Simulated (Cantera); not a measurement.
# Roasting and sulfation: MgO + SO2 + O2

Feed: 1 mol MgO, 1.8 mol SO2, 1.2 mol O2, held at 10.0 Torr.

Method: chemical equilibrium by Gibbs-energy minimisation in Cantera with the NASA 1993 tables (ideal gas, pure condensed phases). Candidate condensed phases: Mg, MgO, MgS, MgSO4, S; 14 gas species. The numbers say what is thermodynamically allowed, not how fast it happens.

From 698 K to 1098 K the condensed part is MgSO4(s). From 1198 K to 1898 K the condensed part is MgO(s).

| T (K) | x SO3 | x SO2 | x O2 | x O | x SO | x Mg | n MgSO4(s) | n MgO(s) |
|---|---|---|---|---|---|---|---|---|
| 698 | 0.677 | 0.0365 | 0.286 | <1e-12 | <1e-12 | <1e-12 | 1.00 | 0 |
| 798 | 0.465 | 0.192 | 0.343 | <1e-12 | <1e-12 | <1e-12 | 1.00 | 0 |
| 898 | 0.198 | 0.388 | 0.414 | 2.78e-11 | <1e-12 | <1e-12 | 1.00 | 0 |
| 998 | 0.0690 | 0.483 | 0.448 | 8.58e-10 | 1.11e-11 | <1e-12 | 1.00 | 0 |
| 1098 | 0.0256 | 0.515 | 0.460 | 1.39e-8 | 3.24e-10 | <1e-12 | 1.00 | 0 |
| 1198 | 0.0113 | 0.592 | 0.397 | 1.31e-7 | 6.37e-9 | <1e-12 | 0 | 1.00 |
| 1298 | 0.00538 | 0.596 | 0.398 | 9.33e-7 | 6.63e-8 | <1e-12 | 0 | 1.00 |
| 1398 | 0.00285 | 0.598 | 0.399 | 5.02e-6 | 4.92e-7 | <1e-12 | 0 | 1.00 |
| 1498 | 0.00165 | 0.599 | 0.399 | 2.16e-5 | 2.79e-6 | 1.80e-12 | 0 | 1.00 |
| 1598 | 0.00102 | 0.599 | 0.400 | 7.75e-5 | 1.27e-5 | 7.20e-11 | 0 | 1.00 |
| 1698 | 0.000672 | 0.599 | 0.400 | 0.000240 | 4.85e-5 | 1.85e-9 | 0 | 1.00 |
| 1798 | 0.000463 | 0.599 | 0.399 | 0.000654 | 0.000159 | 3.29e-8 | 0 | 1.00 |
| 1898 | 0.000332 | 0.599 | 0.399 | 0.00160 | 0.000460 | 4.30e-7 | 0 | 1.000 |
x: gas mole fraction; n: condensed amount in mol.
